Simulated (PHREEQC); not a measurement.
Synthetic water in mg/kgw, 25 °C, pH 1.95, pe 8.8: Na 111; K 13.1; Ca 70.4; Mg 35.8; Cl 78; S(6) as SO4 1450; Ni 1.04; Li 0.212; B 0.0115; Zn 3.2.

Valence states are taken as typed.

Computed with PHREEQC (ion-association model, wateq4f.dat).

```yaml
ionic_strength: 0.0340 mol/kgw
total_alkalinity: -18.5 meq/kg
charge_balance_error: -4.5 %
```

```json
[
 {"species": "H+", "molality": "0.0129", "activity": "0.0112", "log γ": "-0.061"},
 {"species": "SO4-2", "molality": "0.00835", "activity": "0.00428", "log γ": "-0.290"},
 {"species": "HSO4-", "molality": "0.00553", "activity": "0.00467", "log γ": "-0.074"},
 {"species": "Na+", "molality": "0.00473", "activity": "0.00399", "log γ": "-0.073"},
 {"species": "Cl-", "molality": "0.00220", "activity": "0.00184", "log γ": "-0.077"},
 {"species": "Ca+2", "molality": "0.00119", "activity": "0.000620", "log γ": "-0.283"},
 {"species": "Mg+2", "molality": "0.000964", "activity": "0.000511", "log γ": "-0.275"},
 {"species": "CaSO4", "molality": "0.000525", "activity": "0.000529", "log γ": "0.003"},
 {"species": "MgSO4", "molality": "0.000509", "activity": "0.000513", "log γ": "0.003"},
 {"species": "K+", "molality": "0.000325", "activity": "0.000272", "log γ": "-0.077"},
 {"species": "NaSO4-", "molality": "0.000101", "activity": "8.57e-5", "log γ": "-0.071"},
 {"species": "CaHSO4+", "molality": "4.13e-5", "activity": "3.48e-5", "log γ": "-0.074"},
 {"species": "Zn+2", "molality": "3.12e-5", "activity": "1.65e-5", "log γ": "-0.276"},
 {"species": "Li+", "molality": "3.00e-5", "activity": "2.56e-5", "log γ": "-0.069"},
 {"species": "ZnSO4", "molality": "1.65e-5", "activity": "1.66e-5", "log γ": "0.003"},
 {"species": "Ni+2", "molality": "1.25e-5", "activity": "6.29e-6", "log γ": "-0.297"}
]
```

This is a speciation only: nothing precipitates in the calculation.
